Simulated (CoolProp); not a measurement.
Saturated liquid density (kg/m³) of octamethylcyclotetrasiloxane (D4): the reference equation beside estimates from Tc = 313.4 °C, pc = 1.347 MPa, ω = 0.598.

The numbers come from the reference Helmholtz-energy equation of state, Thol 2015 in CoolProp.

```
T (°C)   reference  van der Waals  Redlich-Kwong  Peng-Robinson
------  ----------  -------------  -------------  -------------
30.45        944.5          531.9     (withheld)          937.3
53.35        918.2          519.6          768.2          920.2
76.25        891.5          506.6          746.1     (withheld)
99.25        864.0     (withheld)          722.1          879.6
122.15       836.0          478.1          696.4          855.4
145.05  (withheld)     (withheld)          668.5          827.9
168.05       776.1     (withheld)          638.0          796.4
190.95       743.5          426.7          604.7     (withheld)
```

Fill in the missing entries.


- 30.45, Redlich-Kwong: 788.8
- 76.25, Peng-Robinson: 901.1
- 99.25, van der Waals: 492.8
- 145.05, reference: 806.8
- 145.05, van der Waals: 462.4
- 168.05, van der Waals: 445.3
- 190.95, Peng-Robinson: 759.9

Absolute difference from the reference over all 8 rows, mean and median: van der Waals 43.0 and 42.9 %, Redlich-Kwong 17.0 and 16.6 %, Peng-Robinson 1.7 and 2.0 %.
